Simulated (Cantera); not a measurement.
Input: 1 mol TiO₂, 0.034 mol H₂O, 1 mol O₂, equilibrated at 627 °C and 3380 Torr.

Cantera equilibrium calculation (NASA polynomials, part measured and part estimated; ideal gas, pure solids and liquids). Candidate condensed phases: H₂O, Ti, TiO, TiO₂, Ti₂O₃, Ti₃O₅, Ti₄O₇; 12 gas species. Gases not in the tables: TiO(OH)₂. Kinetics and transport are ignored.

Base state: O₂ 0.967, H₂O 0.0329 (mole fractions); condensed: TiO₂(rutile).

What changes in the equilibrium state with this change: TiO₂ replaced by Si?


```json
[
 {"species": "H₂O", "before": "0.0329", "after": "1.00"},
 {"species": "O₂", "before": "0.967", "after": "8.21e-9"},
 {"species": "TiO₂(rutile), mol", "before": "1.00", "after": "0"},
 {"species": "SiO₂(β-quartz), mol", "before": "0", "after": "1.00"}
]
```
Further candidate phases: Si, SiO₂.
